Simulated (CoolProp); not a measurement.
p-xylene at 400.64 K and 0.303 MPa flows at 0.12 m/s in a round tube of 25 mm bore and 1.5 µm roughness, fully developed (64/Re and Nu = 3.66 if laminar; Colebrook and Gnielinski if turbulent). Each further row changes one setting.

The numbers come from the reference Helmholtz-energy equation of state, Zhou 2012 in CoolProp.

| case | Reynolds number | Darcy friction factor | pressure drop (Pa/m) | heat-transfer coefficient (W/(m² K)) | mass flow (kg/h) |
|---|---|---|---|---|---|
| as stated | ___ | ___ | 6.89 | 269 | 162 |
| velocity 0.24 m/s | 19200 | 0.0263 | 23.1 | ___ | 324 |
| diameter 50 mm | 19200 | 0.0262 | 2.88 | 251 | 648 |

### Question
Complete the blanks.

### Answer

- as stated, Reynolds number: 9610
- as stated, Darcy friction factor: 0.0313
- velocity 0.24 m/s, heat-transfer coefficient (W/(m² K)): 502

Viscosity comes from a separate model (Balogun 2015). Thermal conductivity comes from a separate model (Mylona 2014).
